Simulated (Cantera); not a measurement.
A Cantera script and what it prints.

```python
import numpy as np
import cantera as ct

gas_names = """
    B BH BH2 BH3 BO BO2 B2 B2O B2O2 B2O3 B3O3H3 H HBO HBO2 HO2 H2 H2O H2O2 H3B3O6 O OH O2 O3
""".split()
cond_names = """
    B(b) B(L) B2O3(L) B3O3H3(cr) H2O(s) H2O(L)
""".split()


# ... load() reads the species with a 1 bar reference pressure and builds the phases ...
atoms = {
    'B2O3': {'B': 2, 'O': 3},
    'H2': {'H': 2},
}
top_T = {}  # K; cautious upper limits of use, not melting points


# ... equilibrate(T, P, feed) seeds the gas with the atoms and calls Mixture.equilibrate('TP', solver="vcs", rtol=1e-11, max_steps=5000) ...
results = []
feed = {'B2O3': 1, 'H2': 110}  # mol
P = 7100  # Pa
for T in [1325, 1475, 1625, 1775, 1925, 2075, 2225]:
    mix = equilibrate(T, P, feed)
    results.append((T, P, feed, dict(zip(mix.species_names, mix.species_moles))))
    x = sorted(zip(gas.X, gas.species_names), reverse=True)
    print(f"T = {T:g} K  P = {P:g} Pa  gas = {mix.phase_moles(0):.4g} mol")
    print("   x: " + "  ".join(f"{s} {v:.3e}" for v, s in x if v > 1e-06))
    print("   condensed (mol): " + ("  ".join(f"{mix.phase(i).name} {mix.phase_moles(i):.4g}"
          for i in range(1, mix.n_phases) if mix.phase_moles(i) > 1e-12) or "none"))
```

Output:

```
T = 1325 K  P = 7100 Pa  gas = 110 mol
   x: H2 9.995e-01  HBO 2.725e-04  HBO2 1.405e-04  H2O 8.212e-05  B3O3H3 1.009e-05  H 6.136e-06  B2O3 5.163e-06
   condensed (mol): B2O3(L) 0.9749
T = 1475 K  P = 7100 Pa  gas = 110.2 mol
   x: H2 9.962e-01  HBO 1.870e-03  HBO2 1.311e-03  H2O 3.257e-04  B2O3 1.815e-04  H 4.858e-05  B2O2 2.801e-05  B3O3H3 1.138e-05  BO 2.467e-06
   condensed (mol): B2O3(L) 0.7996
T = 1625 K  P = 7100 Pa  gas = 111 mol
   x: H2 9.831e-01  HBO 7.250e-03  HBO2 6.061e-03  B2O3 2.029e-03  H2O 9.176e-04  B2O2 2.917e-04  H 2.625e-04  BO 4.253e-05  B3O3H3 6.730e-06
   condensed (mol): none
T = 1775 K  P = 7100 Pa  gas = 111.1 mol
   x: H2 9.811e-01  HBO 8.340e-03  HBO2 5.886e-03  H2O 1.594e-03  B2O3 1.523e-03  H 1.076e-03  B2O2 2.825e-04  BO 1.676e-04
   condensed (mol): none
T = 1925 K  P = 7100 Pa  gas = 111.2 mol
   x: H2 9.774e-01  HBO 9.246e-03  HBO2 5.434e-03  H 3.547e-03  H2O 2.435e-03  B2O3 1.120e-03  BO 5.239e-04  B2O2 2.677e-04  BO2 2.062e-06
   condensed (mol): none
T = 2075 K  P = 7100 Pa  gas = 111.6 mol
   x: H2 9.699e-01  H 9.845e-03  HBO 9.746e-03  HBO2 4.772e-03  H2O 3.390e-03  BO 1.339e-03  B2O3 7.867e-04  B2O2 2.394e-04  BO2 6.667e-06  OH 3.927e-06
   condensed (mol): none
T = 2225 K  P = 7100 Pa  gas = 112.5 mol
   x: H2 9.548e-01  H 2.375e-02  HBO 9.577e-03  H2O 4.405e-03  HBO2 3.943e-03  BO 2.836e-03  B2O3 5.085e-04  B2O2 1.934e-04  BO2 1.710e-05  OH 1.587e-05
   condensed (mol): none
```

Method: chemical equilibrium by Gibbs-energy minimisation in Cantera with the NASA 1993 tables (ideal gas, pure condensed phases).
